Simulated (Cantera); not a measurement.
Mixture: CH₃OH : O₂ : N₂ = 1 : 0.714 : 2.69 (molar parts), at 1.00 bar, adiabatic and at constant pressure. Ignition delay is the time to a rise of 400 K.

Detailed kinetics in Cantera: GRI-Mech 3.0 (53 species, 325 reactions). GRI-Mech 3.0 was tuned for natural gas; its chemistry of methanol as a main component is partial and can be far from experiment.

Problem. What does this change do: pressure from 1.00 bar to 8.70 bar?

Solution. 
| quantity | before | after |
|---|---|---|
| delay at 1250 K | 3.66 ms | 0.620 ms |
| delay at 1325 K | 1.27 ms | 0.209 ms |
| delay at 1400 K | 0.502 ms | 80.6 µs |
| delay at 1475 K | 0.224 ms | 35.1 µs |
| delay at 1550 K | 0.112 ms | 17.0 µs |
| delay at 1625 K | 60.7 µs | 9.01 µs |
| delay at 1700 K | 35.6 µs | 5.16 µs |
| apparent activation energy between 1550 and 1700 K | 170 kJ/mol | 170 kJ/mol |

Problem. What does this change do: pressure from 1.00 bar to 0.870 bar?

Solution. 
```csv
quantity,before,after
delay at 1250 K,3.66 ms,4.15 ms
delay at 1325 K,1.27 ms,1.44 ms
delay at 1400 K,0.502 ms,0.570 ms
delay at 1475 K,0.224 ms,0.255 ms
delay at 1550 K,0.112 ms,0.127 ms
delay at 1625 K,60.7 µs,69.1 µs
delay at 1700 K,35.6 µs,40.5 µs
apparent activation energy between 1550 and 1700 K,170 kJ/mol,170 kJ/mol
```
